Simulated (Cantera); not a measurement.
A perfectly stirred reactor is fed with 2.72 % CH₄, 93.8 % H₂, 3.47 % H, at 15.0 Torr; it is held at 2075 K, and followed from long to short residence time.

Cantera simulation using GRI-Mech 3.0 (53 species, 325 reactions); the numbers are that mechanism's predictions, not measurements. GRI-Mech 3.0 stops at C3 and has no aromatics, soot or wall deposition, so with more carbon than oxygen in the feed, carbon stays in small species such as C2H2 where larger ones or solid carbon would form. Radical loss at walls, strong at low pressure, is not modelled.

x: mole fraction; the columns are a selection and need not sum to one.

```csv
τ (s),x CH₄,x H₂,x H,x C₂H₆,x C₂H
0.31,0.00148,0.970,0.0161,?,4.91e-6
0.14,0.00230,0.970,0.0155,?,4.53e-6
0.061,0.00357,0.969,0.0151,?,4.12e-6
0.027,0.00525,0.968,0.0151,?,3.71e-6
0.012,0.00729,0.966,0.0155,?,3.30e-6
0.0053,0.00953,0.964,0.0164,?,2.87e-6
0.0023,0.0118,0.961,0.0179,?,2.39e-6
```

Problem. What belongs in the gaps?

Solution. 
- 0.31, x C₂H₆: 2.84e-8
- 0.14, x C₂H₆: 6.67e-8
- 0.061, x C₂H₆: 1.56e-7
- 0.027, x C₂H₆: 3.36e-7
- 0.012, x C₂H₆: 6.60e-7
- 0.0053, x C₂H₆: 1.18e-6
- 0.0023, x C₂H₆: 1.92e-6
